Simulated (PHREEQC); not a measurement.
**Acid rinse or clean: speciation**

Make-up at 20 °C: 0.0045 mol HCl and 0.013 mol NaCl per kg of water. Closed to the air; pH follows from the charge balance.

Computed with PHREEQC (ion-association model, phreeqc.dat).

Precipitation was switched off in this run.

What pH, specific conductance does the model give?

pH 2.40; specific conductance 2890 µS/cm.

Species that the database lacks are ignored.
